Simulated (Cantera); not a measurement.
A closed system holds: 1 mol SiHCl₃, 0.1 mol HCl, 350 mol H₂, equilibrated at 898.15 K and 9.75 Torr.

Cantera equilibrium calculation (NASA polynomials, part measured and part estimated; ideal gas, pure solids and liquids). Candidate condensed phases: Si; 19 gas species. The tables' values for SiCl₃ are old estimates; treat these amounts as uncertain. Rates play no part.

Base state: H₂ 0.995, HCl 0.00403, SiCl₄ 0.000762, SiHCl₃ 0.000525, SiH₂Cl₂ 3.42e-5, SiCl₂ 2.20e-5, SiCl₃ 1.86e-5 (mole fractions); condensed: Si(s).

Problem. What changes in the equilibrium state with this change: temperature from 898.15 K to 1675 K?

Solution. 
```
species       before     after
----------  --------  --------
H₂             0.995     0.990
HCl          0.00403   0.00829
H              <1e-9   0.00101
SiCl₂        2.20e-5  0.000250
SiCl₄       0.000762     <1e-9
SiHCl₃      0.000525   8.41e-9
Si             <1e-9   3.34e-5
SiH₂           <1e-9   1.11e-5
Si(s), mol     0.521     0.892
```
Gases not in the tables: Si₂H₆ and higher silanes.

Problem. What changes in the equilibrium state with this change: H₂ from 350 to 5.2 mol?

Solution. 
```tsv
species	before	after
H₂	0.995	0.866
SiCl₄	0.000762	0.101
SiHCl₃	0.000525	0.0191
HCl	0.00403	0.0127
SiCl₃	1.86e-5	0.000726
SiCl₂	2.20e-5	0.000253
SiH₂Cl₂	3.42e-5	0.000342
Si(s), mol	0.521	0.212
```
